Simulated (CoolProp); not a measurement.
A simple Rankine cycle with R141b: condensing at 317.15 K, boiler at 0.791 MPa, turbine inlet 395.2 K, turbine efficiency 0.8, pump efficiency 0.7, no recuperator. Each further row changes one setting.

Values from CoolProp's reference Helmholtz-energy equation of state, Lemmon 2006. It is a short technical equation, of lower accuracy than the large ones.

| case | thermal efficiency (%) | net work (kJ/kg) | heat in (kJ/kg) | turbine exit temperature (K) | volume ratio over the turbine |
|---|---|---|---|---|---|
| as stated | 11.3 | ___ | 273 | 346.9 | ___ |
| turbine inlet 415.2 K | 11.3 | 33.2 | 293 | 367.4 | 5.03 |
| condensing temperature 309.15 K | 12.7 | 35.7 | 282 | 340.3 | 6.55 |
| boiler pressure 0.554 MPa | 9.2 | 25.4 | 278 | 358.7 | 3.53 |
| turbine efficiency 0.7 | 9.9 | 27.0 | 273 | 351.6 | ___ |

**Question.** What belongs in the gaps?

**Answer.** 
- as stated, net work (kJ/kg): 30.9
- as stated, volume ratio over the turbine: 5.09
- turbine efficiency 0.7, volume ratio over the turbine: 5.17
